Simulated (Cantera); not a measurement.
# B2O3 + O2 (boron, boron nitride and boron oxide)

Input: 1 mol B2O3, 0.2 mol O2, held at 6400 Pa.

Equilibrium computed with Cantera from the NASA thermochemical tables; the gas is ideal and each condensed phase is pure. Candidate condensed phases: B, B2O3; 10 gas species. Equilibrium is a limit: real reactors are often held back by kinetics, nucleation or transport.

```json
[
 {"T (°C)": "1125", "x O2": "1.000", "x B2O3": "3.58e-5", "x BO2": "1.26e-5", "x O": "3.63e-6", "x BO": "7.52e-12", "n B2O3(l)": "1.000"},
 {"T (°C)": "1225", "x O2": "1.000", "x B2O3": "0.000325", "x BO2": "8.30e-5", "x O": "1.56e-5", "x BO": "2.43e-10", "n B2O3(l)": "1.000"},
 {"T (°C)": "1325", "x O2": "0.997", "x B2O3": "0.00221", "x BO2": "0.000428", "x O": "5.59e-5", "x BO": "5.05e-9", "n B2O3(l)": "1.000"},
 {"T (°C)": "1425", "x O2": "0.986", "x B2O3": "0.0118", "x BO2": "0.00180", "x O": "0.000172", "x BO": "7.29e-8", "n B2O3(l)": "0.997"},
 {"T (°C)": "1525", "x O2": "0.941", "x B2O3": "0.0521", "x BO2": "0.00638", "x O": "0.000458", "x BO": "7.82e-7", "n B2O3(l)": "0.988"},
 {"T (°C)": "1625", "x O2": "0.786", "x B2O3": "0.194", "x BO2": "0.0190", "x O": "0.00103", "x BO": "6.73e-6", "n B2O3(l)": "0.949"},
 {"T (°C)": "1725", "x O2": "0.327", "x B2O3": "0.629", "x BO2": "0.0423", "x O": "0.00149", "x BO": "5.54e-5", "n B2O3(l)": "0.615"},
 {"T (°C)": "1825", "x O2": "0.149", "x B2O3": "0.791", "x BO2": "0.0575", "x O": "0.00209", "x BO": "0.000245", "n B2O3(l)": "0"},
 {"T (°C)": "1925", "x O2": "0.141", "x B2O3": "0.774", "x BO2": "0.0799", "x O": "0.00397", "x BO": "0.000714", "n B2O3(l)": "0"}
]
```
x: gas mole fraction; n: condensed amount in mol.

From 1125 °C to 1725 °C the condensed part is B2O3(l). From 1825 °C to 1925 °C nothing is condensed. The main B-bearing gas is B2O3 throughout.
